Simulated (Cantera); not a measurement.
A closed system holds: 1 mol C3H6, 21 mol H2, 2.3 mol N2, equilibrated at 950 K and 2.10 bar.

These are equilibrium values from Cantera (NASA tables, ideal gas, pure condensed phases), not measurements of a reactor. Candidate condensed phases: C, C6H6, C7H8, C8H18; 92 gas species. Equilibrium is a limit: real reactors are often held back by kinetics, nucleation or transport.

Base state: H2 0.772, CH4 0.129, N2 0.0986, NH3 0.000369 (mole fractions); condensed: gas only.

Task: What changes in the equilibrium state with this change: C3H6 replaced by C2H2?

Result: 
```csv
species,before,after
H2,0.772,0.807
N2,0.0986,0.103
CH4,0.129,0.0897
NH3,0.000369,0.000403
```
